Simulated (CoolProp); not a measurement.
Vapour-liquid equilibrium of R143a (1) + R152A (2) at -69.35 °C; x and y are mole fractions of (1).

The numbers come from the multi-fluid Helmholtz-energy mixture model, Lemmon and Jacobsen 2000 and Outcalt 1996; pair parameters Bell 2016 in CoolProp.

Task: Give the bubble pressure and the first vapour's composition at x = 0.25, 0.35, 0.55. Is there an azeotrope?

Result: x = 0.25: 0.01544 MPa, y = 0.599; x = 0.35: 0.01784 MPa, y = 0.692; x = 0.55: 0.02213 MPa, y = 0.817. No azeotrope shows between x = 0.05 and 0.95.

Pair parameters are fitted to limited data, so mixtures are less certain than the pure fluids.
